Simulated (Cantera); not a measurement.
A closed system holds: 1 mol Si3N4, 0.65 mol C, 0.025 mol H2, at 2475 K and 0.133 bar.

These are equilibrium values from Cantera (NASA tables, ideal gas, pure condensed phases), not measurements of a reactor. Candidate condensed phases: C, C6H6, C7H8, C8H18, Si, SiC, Si3N4; 105 gas species. Mutual solubility and eutectic melting of coexisting phases are not modelled. The tables' values for SiN are old estimates; treat these amounts as uncertain. Equilibrium is a limit: real reactors are often held back by kinetics, nucleation or transport.

Base state: N2 0.948, Si 0.0295, H2 0.00820, H 0.00558, Si2C 0.00395, HCN 0.00132, SiN 0.00110, Si2N 0.000989 (mole fractions); condensed: Si(l) + SiC(s).

Task: What changes in the equilibrium state with this change: pressure from 0.133 bar to 0.0100 bar?

Result: 
```
species        before    after
-----------  --------  -------
N2              0.948    0.520
Si             0.0295    0.393
Si2C          0.00395   0.0527
Si2          0.000758   0.0101
SiC2         0.000362  0.00483
Si3          0.000132  0.00176
SiC           2.68e-6  3.57e-5
Si(l), mol       2.27    0.537
SiC(s), mol     0.637    0.409
```

Task: What changes in the equilibrium state with this change: temperature from 2475 K to 3000 K?

Result: 
| species | before | after |
|---|---|---|
| Si | 0.0295 | 0.452 |
| N2 | 0.948 | 0.420 |
| Si2C | 0.00395 | 0.0535 |
| SiC2 | 0.000362 | 0.0404 |
| Si2 | 0.000758 | 0.0125 |
| C3 | 2.90e-8 | 8.08e-5 |
| C2 | 1.18e-8 | 2.52e-5 |
| Si(l), mol | 2.27 | 0 |
| SiC(s), mol | 0.637 | 0 |
